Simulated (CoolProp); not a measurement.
Vapour-liquid equilibrium of ethanol (1) + n-decane (2) at 423.4 K; x and y are mole fractions of (1).

Model: multi-fluid Helmholtz-energy mixture model, Schroeder 2014 and Lemmon 2006; pair parameters Bell 2016, in CoolProp.

```csv
x,bubble pressure (bar),y at the bubble point,dew pressure at overall composition x (bar),liquid density (mol/L)
0.05,2.238,0.757,0.5582,(withheld)
0.2,5.210,0.893,0.6656,5.083
0.35,6.459,0.916,0.8221,5.762
0.5,7.111,0.926,1.073,6.662
0.65,7.695,0.938,(withheld),7.915
0.8,8.452,0.956,(withheld),9.768
0.95,9.483,0.986,8.233,12.71
```

**Question.** What belongs in the gaps?

**Answer.** 
- 0.05, liquid density (mol/L): 4.549
- 0.65, dew pressure at overall composition x (bar): 1.542
- 0.8, dew pressure at overall composition x (bar): 2.740

No azeotrope shows between x = 0.05 and 0.95.

The pair parameters rest on a limited set of measurements; away from them the model extrapolates. With so large a gap from Raoult's law the liquid may split in two, which this calculation doesn't test in full.
